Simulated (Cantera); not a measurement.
What does this Cantera script print?

```python
import numpy as np
import cantera as ct

gas_names = """
    C CH CH2 CH3 CH4 CN C2 C2H C2H2,acetylene C2H2,vinylidene C2H3,vinyl CH3CN C2H4 C2H5 C2H6 CCN CNC
    C2N2 C3 C3H3,propargyl C3H4,allene C3H4,propyne C3H4,cyclo- C3H5,allyl C3H6,propylene C3H6,cyclo-
    C3H7,n-propyl C3H7,i-propyl C3H8 C4 C4H2 C4H4,1,3-cyclo- C4H6,butadiene C4H6,2-butyne C4H6,cyclo-
    C4H8,1-butene C4H8,cis2-buten C4H8,tr2-butene C4H8,isobutene C4H8,cyclo- C4H9,n-butyl C4H9,i-butyl
    C4H9,s-butyl C4H9,t-butyl C4H10,isobutane C4H10,n-butane C4N2 C5 C5H6,1,3cyclo- C5H8,cyclo-
    C5H10,1-pentene C5H10,cyclo- C5H11,pentyl C5H11,t-pentyl C5H12,n-pentane C5H12,i-pentane
    CH3C(CH3)2CH3 C6H2 C6H5,phenyl C6H6 C6H10,cyclo- C6H12,1-hexene C6H12,cyclo- C6H13,n-hexyl
    C7H7,benzyl C7H8 C7H14,1-heptene C7H15,n-heptyl C7H16,n-heptane C8H8,styrene C8H10,ethylbenz
    C8H16,1-octene C8H17,n-octyl C8H18,isooctane C8H18,n-octane C9H19,n-nonyl C10H8,naphthale
    C10H21,n-decyl C12H9,o-bipheny C12H10,bipheny H HCN HCCN HNC H2 N NH NH2 NH3 N2 N2H2 N2H4
""".split()
cond_names = """
    C(gr) C6H6(L) C7H8(L) C8H18(L),n-octa
""".split()


def load(file, names, dense=False):
    # The tables refer to 1 bar. Condensed volumes are neglected.
    table = {s.name: s for s in ct.Species.list_from_file(file)}
    out = []
    for n in names:
        d = dict(table[n].input_data)
        d["thermo"] = dict(d["thermo"], **{"reference-pressure": 1e5})
        if dense:
            d["equation-of-state"] = {"model": "constant-volume", "density": "1e6 g/cm^3"}
        out.append(ct.Species.from_dict(d))
    return out


gas = ct.Solution(thermo="ideal-gas", species=load("nasa_gas.yaml", gas_names))
cond = {s.name: ct.Solution(thermo="fixed-stoichiometry", species=[s], name=s.name)
        for s in load("nasa_condensed.yaml", cond_names, dense=True)}
atoms = {
    'C3H8': {'C': 3, 'H': 8},
    'NH3': {'N': 1, 'H': 3},
    'H2': {'H': 2},
}
top_T = {'C(gr)': 4500}  # K; cautious upper limits of use, not melting points


def equilibrate(T, P, feed):
    n = {}
    for name, mol in feed.items():
        for a, k in atoms[name].items():
            n[a] = n.get(a, 0.0) + k * mol
    gas.TPX = T, P, n
    mass = sum(n.values()) * gas.mean_molecular_weight
    gas.equilibrate("TP")
    valid = [c for c in cond.values() if c.min_temp <= T <= top_T.get(c.name, c.max_temp)]
    mix = ct.Mixture([(gas, mass / gas.mean_molecular_weight)] + [(c, 0.0) for c in valid])
    mix.T, mix.P = T, P
    mix.equilibrate("TP", solver="vcs", rtol=1e-11, max_steps=5000)
    return mix


results = []
feed = {'C3H8': 1, 'NH3': 0.14, 'H2': 1.5}  # mol
P = 133.322  # Pa
for T in [1175, 1275, 1375, 1475, 1575, 1675, 1775, 1875, 1975, 2075, 2175, 2275]:
    mix = equilibrate(T, P, feed)
    results.append((T, P, feed, dict(zip(mix.species_names, mix.species_moles))))

top = {s: max(r[3][s] / sum(r[3][g] for g in gas_names) for r in results) for s in gas_names}
cols = sorted((s for s in top if top[s] > 0.0001), key=lambda s: -top[s])[:9]
seen = [c for c in cond_names if any(r[3].get(c, 0) > 1e-12 for r in results)]
print("log10 of partial pressures in bar; condensed amounts in mol")
print(f"{'T/K':>10s}" + "".join(f"{s[:9]:>10s}" for s in cols + seen))
for T, P, feed, n in results:
    ng = sum(n[g] for g in gas_names)
    print(f"{T:10.4g}" + "".join(f"{np.log10(max(n[s] / ng * P / 1e5, 1e-99)):10.3f}" for s in cols)
          + "".join(f"{n.get(c, 0):10.4g}" for c in seen))
```

It prints:

```
log10 of partial pressures in bar; condensed amounts in mol
       T/K        H2         H        N2       HCN C2H2,acet       HNC     C(gr)
      1175    -2.880    -8.352    -4.792    -8.087   -10.076   -10.445         3
      1275    -2.880    -7.573    -4.792    -7.625    -9.296    -9.771         3
      1375    -2.880    -6.905    -4.793    -7.231    -8.631    -9.195         3
      1475    -2.881    -6.327    -4.794    -6.891    -8.057    -8.699     2.999
      1575    -2.881    -5.822    -4.796    -6.596    -7.557    -8.268     2.999
      1675    -2.882    -5.376    -4.799    -6.337    -7.118    -7.889     2.997
      1775    -2.884    -4.980    -4.805    -6.110    -6.731    -7.555     2.995
      1875    -2.889    -4.628    -4.814    -5.911    -6.388    -7.261     2.991
      1975    -2.897    -4.312    -4.827    -5.737    -6.085    -7.002     2.984
      2075    -2.913    -4.031    -4.848    -5.588    -5.819    -6.777     2.974
      2175    -2.940    -3.781    -4.876    -5.465    -5.591    -6.584     2.959
      2275    -2.983    -3.563    -4.916    -5.369    -5.403    -6.424     2.938
```

Cantera equilibrium calculation (NASA polynomials, part measured and part estimated; ideal gas, pure solids and liquids).
